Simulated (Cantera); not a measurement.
Charge: 1 mol HF, 0.021 mol SO₂, 0.91 mol H₂, 0.28 mol H₂O, equilibrated at 133 Pa.

Cantera equilibrium calculation (NASA polynomials, part measured and part estimated; ideal gas, pure solids and liquids). Candidate condensed phases: H₂O, H₂SO₄, S; 43 gas species. The numbers say what is thermodynamically allowed, not how fast it happens. All values below are at 1725 °C.

Base state: HF 0.446, H₂ 0.382, H₂O 0.134, H 0.0272, SO 0.00347, SO₂ 0.00238, S 0.00170, OH 0.000951 (mole fractions); condensed: gas only.

Question: What changes in the equilibrium state with this change: pressure from 133 Pa to 630000 Pa?

Answer: 
| species | before | after |
|---|---|---|
| HF | 0.446 | 0.456 |
| H₂ | 0.382 | 0.387 |
| H₂O | 0.134 | 0.147 |
| H | 0.0272 | 0.000398 |
| H₂F₂ | 2.07e-9 | 1.02e-5 |
| O | 4.94e-5 | 1.13e-8 |
| S | 0.00170 | 1.83e-5 |
| SO | 0.00347 | 4.02e-5 |
| SO₂ | 0.00238 | 2.97e-5 |

Question: What changes in the equilibrium state with this change: H₂O from 0.28 to 0.057 mol?

Answer: 
```
species    before     after
-------  --------  --------
HF          0.446     0.497
H₂          0.382     0.419
H₂O         0.134    0.0460
H          0.0272    0.0284
SO₂       0.00238  0.000434
S₂       0.000391   0.00137
```
